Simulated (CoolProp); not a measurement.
Vapour-liquid equilibrium of octamethyltrisiloxane (MDM) (1) + octamethylcyclotetrasiloxane (D4) (2) at 0.00862 MPa; x and y are mole fractions of (1).

Values from CoolProp's multi-fluid Helmholtz-energy mixture model, Thol 2017 and Thol 2015; pair parameters Bell 2016.

Task: Give the bubble temperature and the first vapour's composition at x = 0.65, 0.75, 0.85. Is there an azeotrope?

Result: x = 0.65: 357.5 K, y = 0.814; x = 0.75: 355.8 K, y = 0.877; x = 0.85: 354.2 K, y = 0.932. No azeotrope shows between x = 0.05 and 0.95.

Pair parameters are fitted to limited data, so mixtures are less certain than the pure fluids.
